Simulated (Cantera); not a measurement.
Equilibrium for halide evaporation, hydrolysis and transport: SrCl₂ + H₂ + N₂

Feed: 1 mol SrCl₂, 5.4 mol H₂, 11 mol N₂, held at 0.0100 bar.

Method: chemical equilibrium by Gibbs-energy minimisation in Cantera with the NASA 1993 tables (ideal gas, pure condensed phases). Candidate condensed phases: NH₄Cl, Sr, SrCl₂; 15 gas species. Equilibrium is a limit: real reactors are often held back by kinetics, nucleation or transport.

From 1273 K to 1423 K the condensed part is SrCl₂(l). From 1573 K to 2173 K nothing is condensed. The main Sr-bearing gas is SrCl₂ throughout.

```csv
T (K),x N₂,x H₂,x SrCl₂,x H,x HCl,x SrCl,n SrCl₂(l)
1273,0.670,0.329,0.000684,4.09e-6,1.07e-5,6.94e-6,0.989
1423,0.662,0.325,0.0128,3.79e-5,0.000147,0.000116,0.785
1573,0.632,0.310,0.0567,0.000226,0.000829,0.000678,0
1723,0.631,0.308,0.0556,0.00101,0.00199,0.00148,0
1873,0.630,0.305,0.0538,0.00357,0.00413,0.00280,0
2023,0.626,0.299,0.0507,0.0104,0.00760,0.00470,0
2173,0.620,0.285,0.0461,0.0258,0.0125,0.00712,0
```
x: gas mole fraction; n: condensed amount in mol.
